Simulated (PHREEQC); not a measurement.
A PHREEQC input (ion-association model, wateq4f.dat):

```
SOLUTION 1
  temp 25
  units mg/L
  pH 6.98
  pe 11.4
  Na 0.0403
  K 0.0354
  Ca 0.162
  Mg 0.0173
  Cl 0.0579
  S(6) 0.119 as SO4
  Alkalinity 0.497 as HCO3
  B 0.000298
END
USE solution 2
EQUILIBRIUM_PHASES 1
  Quartz 0 0.5
  CO2(g) -2 10
END
```

It stops with these messages:

```
ERROR: Solution 2 not found.
```

The fault: USE names a solution that was never defined. The line should read `USE solution 1` where the input has `USE solution 2`. With the mend the run ends at pH 5.05 and ionic strength 2.72e-5 mol/kgw.
